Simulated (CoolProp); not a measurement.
Vapour-liquid equilibrium of carbon dioxide (1) + R125 (2) at 903 kPa; x and y are mole fractions of (1).

Computed with CoolProp (multi-fluid Helmholtz-energy mixture model, Span 1996 and Lemmon 2005; pair parameters Bell 2016).

| x | bubble temperature, mixture model (°C) | bubble temperature, Raoult's law (°C) | y, mixture model | y, Raoult's law |
|---|---|---|---|---|
| 0.05 | 3.4 | 3.6 | 0.185 | 0.212 |
| 0.2 | -12.3 | -10.5 | 0.556 | 0.579 |
| 0.35 | -22.8 | -20.2 | 0.737 | 0.759 |
| 0.5 | -29.7 | -27.5 | 0.834 | 0.860 |
| 0.65 | -34.6 | -33.2 | 0.895 | 0.923 |
| 0.8 | -38.4 | -37.8 | 0.942 | 0.964 |
| 0.95 | -41.8 | -41.7 | 0.985 | 0.992 |

The largest gap from Raoult's law is -2.6 K in bubble temperature, at x = 0.35. No azeotrope shows between x = 0.05 and 0.95.

Pair parameters are fitted to limited data, so mixtures are less certain than the pure fluids.
